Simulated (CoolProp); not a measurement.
Vapour-liquid equilibrium of toluene (1) + n-dodecane (2) at 175.05 °C; x and y are mole fractions of (1).

Values from CoolProp's multi-fluid Helmholtz-energy mixture model, Lemmon 2006 and Lemmon 2004; pair parameters Bell 2016.

```json
[
 {"x": "0.05", "bubble pressure (MPa)": "0.04928", "y at the bubble point": "0.338", "dew pressure at overall composition x (MPa)": "?", "liquid density (mol/L)": "3.807"},
 {"x": "0.15", "bubble pressure (MPa)": "?", "y at the bubble point": "0.649", "dew pressure at overall composition x (MPa)": "?", "liquid density (mol/L)": "4.035"},
 {"x": "0.25", "bubble pressure (MPa)": "0.1244", "y at the bubble point": "0.786", "dew pressure at overall composition x (MPa)": "0.04406", "liquid density (mol/L)": "4.286"},
 {"x": "0.35", "bubble pressure (MPa)": "0.1671", "y at the bubble point": "0.860", "dew pressure at overall composition x (MPa)": "0.05007", "liquid density (mol/L)": "4.567"},
 {"x": "0.45", "bubble pressure (MPa)": "0.2113", "y at the bubble point": "0.905", "dew pressure at overall composition x (MPa)": "0.05797", "liquid density (mol/L)": "4.881"},
 {"x": "0.55", "bubble pressure (MPa)": "0.2564", "y at the bubble point": "?", "dew pressure at overall composition x (MPa)": "0.06884", "liquid density (mol/L)": "5.237"},
 {"x": "0.65", "bubble pressure (MPa)": "0.3021", "y at the bubble point": "0.956", "dew pressure at overall composition x (MPa)": "0.08481", "liquid density (mol/L)": "5.643"},
 {"x": "0.75", "bubble pressure (MPa)": "0.3485", "y at the bubble point": "0.972", "dew pressure at overall composition x (MPa)": "0.1106", "liquid density (mol/L)": "?"},
 {"x": "0.85", "bubble pressure (MPa)": "0.3959", "y at the bubble point": "?", "dew pressure at overall composition x (MPa)": "0.1596", "liquid density (mol/L)": "6.660"},
 {"x": "0.95", "bubble pressure (MPa)": "0.4445", "y at the bubble point": "0.995", "dew pressure at overall composition x (MPa)": "0.2884", "liquid density (mol/L)": "7.310"}
]
```

Problem. Complete the blanks.

Solution. 
- 0.05, dew pressure at overall composition x (MPa): 0.03553
- 0.15, bubble pressure (MPa): 0.08459
- 0.15, dew pressure at overall composition x (MPa): 0.03934
- 0.55, y at the bubble point: 0.934
- 0.75, liquid density (mol/L): 6.112
- 0.85, y at the bubble point: 0.985

No azeotrope shows between x = 0.05 and 0.95.

The pair parameters rest on a limited set of measurements; away from them the model extrapolates.
